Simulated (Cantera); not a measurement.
**Thermal oxidation and active oxidation of silicon: Si + CO2 + N2**

Input: 1 mol Si, 0.4 mol CO2, 4.5 mol N2, equilibrated at 4.50 Pa.

Equilibrium computed with Cantera from the NASA thermochemical tables; the gas is ideal and each condensed phase is pure. Candidate condensed phases: C, Si, SiC, SiO2, Si2N2O, Si3N4; 34 gas species. N2 is the only nitrogen source here; it is nearly inert below about 1500 K, so the nitride shown seldom forms there in practice. Mutual solubility and eutectic melting of coexisting phases are not modelled. The tables' values for SiN are old estimates; treat these amounts as uncertain. Rates play no part.

From 1025 K to 1250 K the condensed part is C(graphite) + Si2N2O(s). From 1325 K to 1475 K the condensed part is SiC(s) + Si2N2O(s). From 1550 K to 1850 K the condensed part is SiC(s).

```tsv
T (K)	log p N2	log p SiO	log p CO	log p Si	log p Si2C	log p Si2	log p SiN	n C(graphite)	n Si2N2O(s)	n SiC(s)
1025	-4.38	-12.79	-5.50	<-16	<-16	<-16	<-16	0.100	0.500	0
1100	-4.38	-11.32	-5.50	<-16	<-16	<-16	<-16	0.100	0.500	0
1175	-4.38	-10.05	-5.50	-16.20	<-16	<-16	<-16	0.100	0.500	0
1250	-4.38	-8.94	-5.50	-13.91	<-16	<-16	-15.43	0.100	0.500	0
1325	-4.38	-7.73	-5.47	-12.10	-15.60	<-16	-13.81	0	0.465	0.0673
1400	-4.38	-6.62	-5.48	-10.52	-13.71	-15.19	-12.41	0	0.451	0.0745
1475	-4.39	-5.65	-5.61	-9.07	-11.97	-12.86	-11.11	0	0.312	0.144
1550	-4.42	-5.23	-6.07	-7.80	-10.46	-10.87	-9.99	0	0	0.299
1625	-4.42	-5.23	-6.05	-7.07	-9.50	-9.89	-9.38	0	0	0.295
1700	-4.42	-5.24	-5.99	-6.43	-8.65	-9.05	-8.86	0	0	0.277
1775	-4.43	-5.29	-5.84	-5.91	-7.94	-8.41	-8.45	0	0	0.222
1850	-4.45	-5.41	-5.62	-5.51	-7.37	-7.98	-8.15	0	0	0.0920
```
log p: log10 of the partial pressure in bar; n: condensed amount in mol.
